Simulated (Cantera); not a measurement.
**Counterflow diffusion flame**

A counterflow diffusion flame at 0.380 bar, nozzles 20 mm apart: fuel side H2 = 1 (molar parts) at 300 K, oxidiser side O2 : N2 = 0.22 : 0.78 (molar parts) at 773 K, fuel mass flux 0.43 times the oxidiser's; mixture-averaged transport, no radiation.

Model: the H2/O2 subset of GRI-Mech 3.0, which has no nitrogen chemistry, integrated in Cantera. The maximum strain rate includes the flame's own expansion and is several times the mean.

| oxidiser flux (kg/m²/s) | max strain (1/s) | mean strain (1/s) | T max (K) | peak x OH | peak x H | peak x H2O | peak x HO2 |
|---|---|---|---|---|---|---|---|
| 0.23 | 826 | 228 | 2221 | 0.0253 | 0.0424 | 0.260 | 4.22e-5 |
| 0.31 | 1090 | 308 | 2151 | 0.0243 | 0.0457 | 0.259 | 4.69e-5 |
| 0.42 | 1440 | 417 | 2082 | 0.0230 | 0.0492 | 0.257 | 5.11e-5 |
| 0.57 | 1930 | 566 | 2023 | 0.0222 | 0.0535 | 0.254 | 5.49e-5 |
| 0.78 | 2630 | 774 | 1958 | 0.0210 | 0.0579 | 0.252 | 5.85e-5 |
| 1.1 | 3660 | 1090 | 1879 | 0.0193 | 0.0623 | 0.249 | 6.26e-5 |
| 1.4 | 4630 | 1390 | 1822 | 0.0180 | 0.0649 | 0.247 | 6.54e-5 |
| 2 | 6620 | 1990 | 1742 | 0.0161 | 0.0687 | 0.244 | 6.89e-5 |
| 2.7 | 8870 | 2680 | 1682 | 0.0148 | 0.0723 | 0.239 | 7.17e-5 |
| 3.6 | 11800 | 3570 | 1620 | 0.0133 | 0.0744 | 0.233 | 7.42e-5 |
x: mole fraction; the columns are a selection and need not sum to one.
